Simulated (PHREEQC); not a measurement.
Make-up at 25 °C: 0.026 mol/kgw LiCl and 0.0068 mol/kgw CdCl2. Closed to the air; pH follows from the charge balance.

All values are PHREEQC results (ion-association model, phreeqc.dat), not measurements.

Each row changes one thing in this solution. Precipitation was switched off in this run.

| case | pH | ionic strength (mol/kgw) | Cl- (mol/kgw) | CdCl+ (mol/kgw) | Cd+2 (mol/kgw) | CdCl2 (mol/kgw) |
|---|---|---|---|---|---|---|
| as made | 5.95 | 0.0373 | 0.0348 | 0.00396 | 0.00243 | 0.000398 |
| temperature from 25 to 55 °C | 5.77 | 0.0370 | 0.0347 | 0.00400 | 0.00234 | 0.000434 |
| 0.00039 mol/kgw H2SO4 added | 3.18 | 0.0382 | 0.0349 | 0.00392 | 0.00242 | 0.000393 |
| diluted 100-fold with water | 6.90 | 0.000460 | 0.000394 | 2.24e-6 | 6.57e-5 | 3.50e-9 |
| temperature from 25 to 20 °C | 5.97 | 0.0373 | 0.0348 | 0.00395 | 0.00245 | 0.000391 |
| CdCl2 from 0.0068 to 0.068 mol/kgw | 5.46 | 0.110 | 0.0961 | 0.0438 | 0.0135 | 0.0101 |

Constants without temperature data keep their 25 °C values here.
